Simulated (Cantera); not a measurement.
**Abatement and gas-phase synthesis: N2O + SO2 + H2**

A closed system holds: 1 mol N2O, 0.42 mol SO2, 0.85 mol H2, at 1.33 mbar.

Cantera equilibrium calculation (NASA polynomials, part measured and part estimated; ideal gas, pure solids and liquids). Candidate condensed phases: H2O, H2SO4, S; 60 gas species. Ions and electrons are included (thermal ionisation). Kinetics and transport are ignored.

| T (K) | x N2 | x O | x H | x H2O | x N | x SO2 | x S | x O2 | x H2 | x OH | x SO |
|---|---|---|---|---|---|---|---|---|---|---|---|
| 2000 | 0.418 | 0.00346 | 0.00526 | 0.333 | 1.60e-8 | 0.172 | 2.68e-5 | 0.0356 | 0.0140 | 0.0125 | 0.00371 |
| 2500 | 0.314 | 0.0991 | 0.172 | 0.0951 | 4.49e-6 | 0.0781 | 0.00735 | 0.0623 | 0.0621 | 0.0545 | 0.0477 |
| 3000 | 0.210 | 0.330 | 0.338 | 0.000529 | 0.000175 | 0.00125 | 0.0675 | 0.0113 | 0.00611 | 0.00973 | 0.0201 |
| 3500 | 0.200 | 0.366 | 0.342 | 2.33e-6 | 0.00271 | 3.61e-6 | 0.0836 | 0.000735 | 0.000447 | 0.000822 | 0.00128 |
| 4000 | 0.189 | 0.366 | 0.339 | 3.53e-8 | 0.0211 | 3.24e-8 | 0.0837 | 8.06e-5 | 6.04e-5 | 0.000116 | 0.000128 |
| 4500 | 0.145 | 0.353 | 0.327 | 1.22e-9 | 0.0939 | 7.36e-10 | 0.0804 | 1.34e-5 | 1.19e-5 | 2.35e-5 | 1.97e-5 |
| 5000 | 0.0637 | 0.328 | 0.303 | 7.22e-11 | 0.229 | 3.07e-11 | 0.0739 | 2.92e-6 | 2.96e-6 | 5.97e-6 | 3.97e-6 |
x: gas mole fraction; nothing condenses.

From 2000 K to 5000 K nothing is condensed.
